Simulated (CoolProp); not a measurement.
Vapour-liquid equilibrium of propane (1) + R152A (2) at 1.62 bar; x and y are mole fractions of (1).

Model: multi-fluid Helmholtz-energy mixture model, Lemmon 2009 and Outcalt 1996; pair parameters Bell 2016, in CoolProp.

| x | bubble temperature (°C) | y at the bubble point | dew temperature at overall composition x (°C) | liquid density (mol/L) |
|---|---|---|---|---|
| 0.05 | -19.2 | 0.254 | -14.0 | 14.94 |
| 0.125 | -25.3 | 0.458 | -15.8 | 14.84 |
| 0.2 | -28.8 | 0.560 | -17.7 | 14.66 |
| 0.275 | -30.8 | 0.617 | -19.7 | 14.46 |
| 0.35 | -31.9 | 0.651 | -21.9 | 14.24 |
| 0.425 | -32.6 | 0.674 | -24.2 | 14.03 |
| 0.5 | -33.0 | 0.690 | -26.7 | 13.84 |
| 0.575 | -33.3 | 0.705 | -29.3 | 13.65 |
| 0.65 | -33.5 | 0.722 | -31.9 | 13.49 |
| 0.725 | -33.7 | 0.742 | -33.6 | 13.34 |
| 0.8 | -33.6 | 0.773 | -33.5 | 13.21 |
| 0.875 | -33.3 | 0.822 | -32.7 | 13.09 |
| 0.95 | -32.3 | 0.906 | -31.6 | 12.96 |

y crosses x between x = 0.725 and 0.8: the model has an azeotrope there.

Pair parameters are fitted to limited data, so mixtures are less certain than the pure fluids. With so large a gap from Raoult's law the liquid may split in two, which this calculation doesn't test in full.
